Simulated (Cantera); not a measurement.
An isothermal, constant-pressure homogeneous reactor starts with H₂ : O₂ : N₂ = 0.0053 : 1 : 0.3 (molar parts), at 1298 K and 20.0 Torr. Integrator tolerance rtol = 1e-08.

Detailed kinetics in Cantera: GRI-Mech 3.0 (53 species, 325 reactions). Radical loss at walls, strong at low pressure, is not modelled.

What does this change do: pressure from 20.0 Torr to 10.00 Torr?


| quantity | before | after |
|---|---|---|
| x(H₂) at 10.0 s | 1.60e-8 (gas-phase equilibrium 2.40e-9) | 1.42e-7 (gas-phase equilibrium 3.39e-9) |
| x(O₂) at 10.0 s | 0.766 (gas-phase equilibrium 0.765) | 0.766 (gas-phase equilibrium 0.765) |
| x(NO) at 10.0 s | 4.18e-8 (gas-phase equilibrium 0.000405) | 4.28e-8 (gas-phase equilibrium 0.000405) |
| x(O) at 10.0 s | 6.09e-6 (gas-phase equilibrium 9.20e-7) | 5.43e-5 (gas-phase equilibrium 1.30e-6) |
| x(HO₂) at 10.0 s | 8.84e-9 (gas-phase equilibrium 7.90e-9) | 1.98e-8 (gas-phase equilibrium 6.64e-9) |
| x(H) at 10.0 s | 5.50e-9 (gas-phase equilibrium 3.24e-10) | 1.46e-7 (gas-phase equilibrium 5.44e-10) |
